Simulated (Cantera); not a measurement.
A freely propagating, adiabatic, planar premixed flame of CH4 : H2 : O2 : N2 : H2O = 1 : 0.063 : 1.35 : 5.09 : 1.1 (molar parts), unburnt at 575 K and 143 Torr; mixture-averaged transport, grid criteria slope 0.08 and curve 0.16, no radiation.

Cantera simulation using GRI-Mech 3.0 (53 species, 325 reactions); the numbers are that mechanism's predictions, not measurements. Burning velocities carry a grid error of a few per cent, more on coarse grids.

What does this change do: CH4 1 to 0.77 parts?


```csv
quantity,before,after
laminar burning velocity,49.7 cm/s,118 cm/s
thermal thickness,3.51 mm,1.84 mm
peak x(OH),0.00108,0.00792
peak x(C2H),7.40e-7,3.48e-7
```
